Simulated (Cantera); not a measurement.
Source: NASA polynomial tables (part measured, part estimated), evaluated in Cantera. Values are per mole of reaction as written; species without (g) are pure solids or liquids, kept so even where they would boil at 1 bar. The tables' values for SiF2 are old estimates.

4 NF3(g) + 12 SiF2(g) ⇌ Si3N4 + 9 SiF4(g)

```
T (K)  ΔH° (kJ)  ΔS° (J/K)  ΔG° (kJ)  log10 K
-----  --------  ---------  --------  -------
373     -7696.9    -1460.0   -7152.3  1001.58
423           …          …         …        …
473           …          …         …        …
523           …          …         …        …
573           …          …         …        …
```

**Question.** Complete the blanks.

**Answer.** 
- 423, ΔH° (kJ): -7695.5
- 423, ΔS° (J/K): -1456.5
- 423, ΔG° (kJ): -7079.4
- 423, log10 K: 874.19
- 473, ΔH° (kJ): -7693.7
- 473, ΔS° (J/K): -1452.6
- 473, ΔG° (kJ): -7006.6
- 473, log10 K: 773.75
- 523, ΔH° (kJ): -7691.7
- 523, ΔS° (J/K): -1448.5
- 523, ΔG° (kJ): -6934.1
- 523, log10 K: 692.53
- 573, ΔH° (kJ): -7689.3
- 573, ΔS° (J/K): -1444.2
- 573, ΔG° (kJ): -6861.8
- 573, log10 K: 625.51
